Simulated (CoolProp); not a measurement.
Computed with CoolProp (reference Helmholtz-energy equation of state, Lemmon 2013).

Problem. Give the vapour pressure (MPa), liquid cp (kJ/(kg K)), vapour Z, surface tension (mN/m) of saturated propylene at 202.8, 225.7, 230.3 K.

Solution. 
| T (K) | p (MPa) | liquid cp (kJ/(kg K)) | vapour Z | surface tension (mN/m) |
|---|---|---|---|---|
| 202.8 | 0.0315 | 2.12 | 0.984 | 20.1 |
| 225.7 | 0.102 | 2.19 | 0.964 | 16.7 |
| 230.3 | 0.125 | 2.21 | 0.958 | 16.1 |

Surface tension comes from a separate correlation (Mulero 2012).
